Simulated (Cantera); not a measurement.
A perfectly stirred reactor is fed with 9.55 % CO, 1.34 % H₂, 8.31 % CH₄, 17.0 % O₂, 63.8 % N₂, equivalence ratio 1.3, at 5.00 bar; it is adiabatic with a 600 K inlet, and is followed from long to short residence time, starting on the burning branch (τ in s: 0.27, 0.13, 0.061, 0.029, 0.014, 0.0066, 0.0031, 0.0015, 0.00071, 0.00034, 0.00016, 7.6e-05).

Cantera simulation using GRI-Mech 3.0 (53 species, 325 reactions); the numbers are that mechanism's predictions, not measurements.

One state of this run: T (K) = 2365; x CO = 0.0808; x H₂ = 0.0221; x CH₄ = 1.81e-5; x CH₂O = 1.74e-6; x HCO = 1.96e-7; x NO = 0.000468. x: mole fraction; the columns are a selection and need not sum to one.

Problem. Which value of τ (s) does it belong to?
A. 0.0066
B. 0.00071
C. 7.6e-5
D. 0.0015

Solution. A, 0.0066
